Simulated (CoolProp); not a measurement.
A single-stage vapour-compression cycle with the fluid: evaporating at 299.15 K (dew point), condensing at 331.15 K (bubble point), superheat 2 K, subcooling 8 K, compressor efficiency 0.75, no pressure losses. The same conditions are run with several fluids, on thermodynamics alone (safety and materials aside).

Values from CoolProp's reference Helmholtz-energy equation of state of each fluid (R134a: Tillner-Roth 1994; neopentane: Lemmon 2006; R11: Jacobsen 1992; R245fa: Akasaka 2015; chlorine: Thol 2021; n-hexane: Thol 2019).

Rank R134a, neopentane, R11, R245fa, chlorine, n-hexane by cooling COP, highest first.

R11 (6.63), n-hexane (6.58), R245fa (6.46), neopentane (6.37), chlorine (6.28), R134a (6.12)

```json
[
 {"fluid": "R134a", "pressure ratio": "2.34", "discharge temperature (K)": "340.7", "refrigerating effect (kJ/kg)": "143", "volumetric capacity (kJ/m³)": "4720"},
 {"fluid": "neopentane", "pressure ratio": "2.47", "discharge temperature (K)": "331.2", "refrigerating effect (kJ/kg)": "249", "volumetric capacity (kJ/m³)": "1360"},
 {"fluid": "R11", "pressure ratio": "2.70", "discharge temperature (K)": "345.3", "refrigerating effect (kJ/kg)": "160", "volumetric capacity (kJ/m³)": "1000"},
 {"fluid": "R245fa", "pressure ratio": "2.83", "discharge temperature (K)": "334.2", "refrigerating effect (kJ/kg)": "160", "volumetric capacity (kJ/m³)": "1400"},
 {"fluid": "chlorine", "pressure ratio": "2.17", "discharge temperature (K)": "380.5", "refrigerating effect (kJ/kg)": "224", "volumetric capacity (kJ/m³)": "5650"},
 {"fluid": "n-hexane", "pressure ratio": "3.39", "discharge temperature (K)": "331.1", "refrigerating effect (kJ/kg)": "313", "volumetric capacity (kJ/m³)": "230"}
]
```

The compression ends wet for: neopentane; n-hexane.
